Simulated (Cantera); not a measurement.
## Equilibrium for silicon epitaxy and polysilicon growth: Si3H8 + HCl + N2

A closed system holds: 1 mol Si3H8, 1.2 mol HCl, 64 mol N2, at 1250 °C and 0.100 bar.

Cantera equilibrium calculation (NASA polynomials, part measured and part estimated; ideal gas, pure solids and liquids). Candidate condensed phases: NH4Cl, Si, Si3N4; 28 gas species. The feed counts by its element totals alone. Equilibrium is a limit: real reactors are often held back by kinetics, nucleation or transport.

```json
{
  "x(N2)": "0.923",
  "x(H2)": "0.0597",
  "x(HCl)": "0.0175",
  "x(SiCl2)": "0.000145",
  "x(H)": "1.79e-5",
  "x(SiCl3)": "7.10e-6",
  "x(Cl)": "4.21e-6",
  "x(SiCl4)": "1.04e-6",
  "n(Si3N4(s))": "0.997 mol",
  "gas_amount": "67.21 mol",
  "log10 activity of Si(s) (absent)": "-2.06"
}
```
